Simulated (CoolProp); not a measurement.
Vapour-liquid equilibrium of R134a (1) + R124 (2) at 0.146 MPa; x and y are mole fractions of (1).

The numbers come from the multi-fluid Helmholtz-energy mixture model, Tillner-Roth 1994 and de Vries 1995; pair parameters Bell 2016 in CoolProp.

| x | bubble temperature (°C) | y at the bubble point | dew temperature at overall composition x (°C) | liquid density (mol/L) |
|---|---|---|---|---|
| 0.05 | -4.2 | 0.095 | -3.6 | 10.71 |
| 0.15 | -6.6 | 0.258 | -5.0 | 10.95 |
| 0.25 | -8.7 | 0.391 | -6.5 | 11.19 |
| 0.35 | -10.5 | 0.502 | -8.1 | 11.44 |
| 0.45 | -12.0 | 0.598 | -9.6 | 11.69 |
| 0.55 | -13.3 | 0.682 | -11.2 | 11.95 |
| 0.65 | -14.5 | 0.759 | -12.8 | 12.21 |
| 0.75 | -15.6 | 0.830 | -14.4 | 12.49 |
| 0.85 | -16.5 | 0.898 | -15.9 | 12.78 |
| 0.95 | -17.4 | 0.966 | -17.2 | 13.09 |

No azeotrope shows between x = 0.05 and 0.95.

The pair parameters rest on a limited set of measurements; away from them the model extrapolates.
